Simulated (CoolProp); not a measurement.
Properties of n-perfluorobutane along the isobar 25.7 bar.

The numbers come from the reference Helmholtz-energy equation of state, Gao 2022 in CoolProp.

```
T (°C)          phase       Z  isothermal compressibility (1/MPa)  expansivity (1/kK)
------  -------------  ------  ----------------------------------  ------------------
4.45           liquid  0.1670                            0.003446               2.192
20.15          liquid  0.1639                            0.004368               2.380
35.85          liquid  0.1618                            0.005756               2.655
51.45          liquid  0.1610                            0.007994               3.069
67.15          liquid  0.1619                             0.01208               3.747
82.85          liquid  0.1656                             0.02091               5.009
98.55          liquid  0.1751                             0.04815               8.141
114.15  supercritical  0.2121                              0.4016               35.40
129.85  supercritical  0.5406                              0.9563               20.99
145.55  supercritical  0.6517                              0.6625               10.43
161.15  supercritical  0.7190                              0.5671               7.299
176.85  supercritical  0.7678                              0.5176               5.736
```
